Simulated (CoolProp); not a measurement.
Ethylene along the isobar 9.79 MPa: Z from the reference equation and from simpler models built on Tc = 282.4 K, pc = 5.042 MPa, ω = 0.087; each cubic takes its own stable root.

Model: reference Helmholtz-energy equation of state, Smukala 2000, in CoolProp.

| T (K) | phase | reference | van der Waals | Soave-Redlich-Kwong | Peng-Robinson |
|---|---|---|---|---|---|
| 280.3 | liquid | 0.3057 | 0.4186 | 0.3381 | 0.3038 |
| 291.6 | supercritical | 0.3228 | 0.4265 | 0.3633 | 0.3291 |
| 302.9 | supercritical | 0.3552 | 0.4404 | 0.4042 | 0.3706 |
| 314.2 | supercritical | 0.4150 | 0.4623 | 0.4663 | 0.4329 |
| 325.5 | supercritical | 0.4972 | 0.4949 | 0.5406 | 0.5062 |
| 336.9 | supercritical | 0.5747 | 0.5386 | 0.6099 | 0.5740 |
| 348.2 | supercritical | 0.6367 | 0.5867 | 0.6670 | 0.6301 |
| 359.5 | supercritical | 0.6865 | 0.6325 | 0.7136 | 0.6765 |
| 370.8 | supercritical | 0.7271 | 0.6728 | 0.7523 | 0.7153 |
| 382.1 | supercritical | 0.7609 | 0.7073 | 0.7848 | 0.7481 |
| 393.4 | supercritical | 0.7894 | 0.7370 | 0.8124 | 0.7762 |
| 404.7 | supercritical | 0.8139 | 0.7626 | 0.8361 | 0.8005 |
| 416.1 | supercritical | 0.8352 | 0.7850 | 0.8569 | 0.8220 |
| 427.4 | supercritical | 0.8536 | 0.8045 | 0.8748 | 0.8407 |
| 438.7 | supercritical | 0.8698 | 0.8218 | 0.8906 | 0.8572 |
| 450 | supercritical | 0.8841 | 0.8371 | 0.9046 | 0.8719 |
